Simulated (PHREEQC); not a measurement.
**Nickel, zinc or cadmium bath (model solution)**

A solution holds 27 mmol/kgw ZnCl2, 2 mmol/kgw H3BO3 and 0.8 mmol/kgw MnSO4, at 20 °C. Closed to the air; pH follows from the charge balance.

Equilibrium calculation in PHREEQC: ion-association model, phreeqc.dat.

No solid was allowed to form.

What pH, specific conductance, density does the model give?

pH 5.34; specific conductance 4860 µS/cm; density 1.002 g/cm³.

In which forms is Zn present?

Zn+2 94 %, ZnCl+ 4.3 %, ZnSO4 1.4 % of the Zn.

Species that the database lacks are ignored.
